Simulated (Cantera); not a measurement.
HMDSO + NO + H₂ (silicon oxide and oxynitride deposition)

A closed system holds: 1 mol HMDSO, a varied amount of NO, 21 mol H₂, equilibrated at 2023 K and 13300 Pa.

Cantera equilibrium calculation (NASA polynomials, part measured and part estimated; ideal gas, pure solids and liquids). Candidate condensed phases: C, C₆H₆, C₇H₈, C₈H₁₈, H₂O, Si, SiC, SiO₂, Si₂N₂O, Si₃N₄; 151 gas species. The feed counts by its element totals alone. The tables hold silica as quartz up to 1696 K and as liquid above; real silica turns to tridymite and cristobalite and melts near 1996 K. Gases not in the tables: Si₂H₆ and higher silanes. The numbers say what is thermodynamically allowed, not how fast it happens.

From 0.63 mol NO to 2.7 mol NO the condensed part is C(graphite) + SiC(s). From 3.6 mol NO to 6.5 mol NO the condensed part is SiC(s). From 8.7 mol NO to 12 mol NO the condensed part is SiO₂(l). The main Si-bearing gas is SiO throughout. The share of Si in condensed phases is highest at 0.63 mol NO (99.1 %) and lowest at 6.5 mol NO (11.5 %).

| n(NO) (mol) | x H₂ | x CO | x N₂ | x H₂O | x SiO | n C(graphite) | n SiC(s) | n SiO₂(l) |
|---|---|---|---|---|---|---|---|---|
| 0.63 | 0.933 | 0.0504 | 0.00905 | 6.71e-7 | 0.000495 | 2.30 | 1.98 | 0 |
| 0.84 | 0.923 | 0.0563 | 0.0121 | 7.43e-7 | 0.000553 | 2.08 | 1.98 | 0 |
| 1.1 | 0.912 | 0.0635 | 0.0158 | 8.27e-7 | 0.000624 | 1.82 | 1.98 | 0 |
| 1.5 | 0.896 | 0.0743 | 0.0213 | 9.49e-7 | 0.000729 | 1.42 | 1.97 | 0 |
| 2 | 0.876 | 0.0872 | 0.0280 | 1.09e-6 | 0.000856 | 0.914 | 1.97 | 0 |
| 2.7 | 0.849 | 0.104 | 0.0369 | 1.26e-6 | 0.00102 | 0.212 | 1.96 | 0 |
| 3.6 | 0.819 | 0.117 | 0.0487 | 3.81e-6 | 0.00888 | 0 | 1.67 | 0 |
| 4.8 | 0.781 | 0.128 | 0.0622 | 6.21e-6 | 0.0239 | 0 | 1.08 | 0 |
| 6.5 | 0.732 | 0.140 | 0.0792 | 8.21e-6 | 0.0431 | 0 | 0.230 | 0 |
| 8.7 | 0.700 | 0.143 | 0.105 | 0.0195 | 0.0276 | 0 | 0 | 0.852 |
| 12 | 0.632 | 0.138 | 0.142 | 0.0739 | 0.00659 | 0 | 0 | 1.72 |
x: gas mole fraction; n: condensed amount in mol.
